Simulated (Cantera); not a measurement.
# Ignition delay

Mixture: 5.41 % C3H8, 15.0 % O2, 79.5 % N2, at 0.987 atm, adiabatic and at constant pressure. Ignition delay is the time to a rise of 400 K.

Detailed kinetics in Cantera: GRI-Mech 3.0 (53 species, 325 reactions). GRI-Mech 3.0 was tuned for natural gas; its chemistry of propane as a main component is partial and can be far from experiment.

| T0 (K) | delay (ms) |
|---|---|
| 1075 | 127 |
| 1125 | 39.9 |
| 1175 | 13.3 |
| 1225 | 4.87 |
| 1275 | 1.96 |
| 1325 | 0.874 |
| 1375 | 0.430 |
| 1425 | 0.232 |
| 1475 | 0.136 |
| 1525 | 0.0858 |

```
Quantity                                                Result
--------------------------------------------------  ----------
apparent activation energy between 1425 and 1525 K  180 kJ/mol
```
